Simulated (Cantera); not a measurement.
Cantera run, input and output.

```python
import numpy as np
import cantera as ct

gas = ct.Solution("h2o2.yaml")
gas.TPX = 550, 500000, {'H2': 1, 'O2': 0.625, 'N2': 2.35}
flame = ct.FreeFlame(gas, width=0.013)
flame.set_refine_criteria(ratio=3, slope=0.08, curve=0.16)
flame.transport_model = "mixture-averaged"
flame.solve(loglevel=0, auto=True)
z, T = flame.grid, flame.T
thick = (T[-1] - T[0]) / np.gradient(T, z).max()
show = ['H2', 'O2', 'H2O2', 'HO2', 'O', 'H2O']
print(f"laminar burning velocity  {flame.velocity[0] * 100:.3f} cm/s")
print(f"burnt temperature         {T[-1]:.1f} K")
print(f"thermal thickness         {thick * 1e3:.4f} mm")
print(f"grid points               {len(z)}")
z0 = z[flame.heat_release_rate.argmax()]
print(f"{'z/mm':>9s}{'T/K':>9s}{'u/(m/s)':>9s}" + "".join(f"{s:>11s}" for s in show))
rows = []
for k in (-3, -2, -1.5, -1, -0.5, -0.25, 0, 0.25, 0.5, 1, 2, 4, 8):
    zz = z0 + k * thick
    rows.append([k * thick, np.interp(zz, z, T), np.interp(zz, z, flame.velocity),
                 *(np.interp(zz, z, flame.X[gas.species_index(s)]) for s in show)])
    print(f"{rows[-1][0] * 1e3:9.3f}{rows[-1][1]:9.1f}{rows[-1][2]:9.3f}" + "".join(f"{x:11.3e}" for x in rows[-1][3:]))
```

It prints:

```
laminar burning velocity  409.524 cm/s
burnt temperature         2342.0 K
thermal thickness         0.0565 mm
grid points               110
     z/mm      T/K  u/(m/s)         H2         O2       H2O2        HO2          O        H2O
   -0.170    550.0    4.095  2.515e-01  1.572e-01  5.725e-11  9.438e-10  8.693e-12  2.366e-08
   -0.113    550.0    4.094  2.513e-01  1.573e-01  1.505e-09  2.392e-08  3.449e-10  4.896e-07
   -0.085    550.3    4.091  2.502e-01  1.575e-01  3.088e-08  4.732e-07  7.136e-09  7.422e-06
   -0.057    552.9    4.089  2.461e-01  1.584e-01  5.112e-07  7.664e-06  1.104e-07  9.382e-05
   -0.028    622.6    4.466  2.181e-01  1.617e-01  3.552e-05  5.273e-04  1.081e-05  5.112e-03
   -0.014    920.9    6.376  1.692e-01  1.527e-01  9.730e-05  8.009e-04  3.347e-04  3.979e-02
    0.000   1354.0    9.154  1.022e-01  1.180e-01  2.997e-05  4.030e-04  2.888e-03  1.158e-01
    0.014   1665.7   11.170  5.071e-02  7.749e-02  5.799e-06  2.069e-04  6.492e-03  1.864e-01
    0.028   1842.9   12.308  2.868e-02  5.652e-02  3.444e-06  1.195e-04  7.873e-03  2.204e-01
    0.057   2019.2   13.397  1.774e-02  4.556e-02  2.069e-06  6.350e-05  6.752e-03  2.414e-01
    0.113   2164.4   14.251  1.167e-02  4.149e-02  1.334e-06  3.245e-05  4.136e-03  2.555e-01
    0.226   2263.7   14.816  6.496e-03  3.940e-02  9.140e-07  1.595e-05  2.118e-03  2.665e-01
    0.452   2317.2   15.112  3.237e-03  3.864e-02  6.848e-07  8.951e-06  1.035e-03  2.733e-01
```

Cantera simulation using the H2/O2 subset of GRI-Mech 3.0, which has no nitrogen chemistry; the numbers are that mechanism's predictions, not measurements. The hydrogen kinetics of GRI-Mech 3.0 are dated; newer H2 mechanisms differ, most at raised pressure. Burning velocities carry a grid error of a few per cent, more on coarse grids.
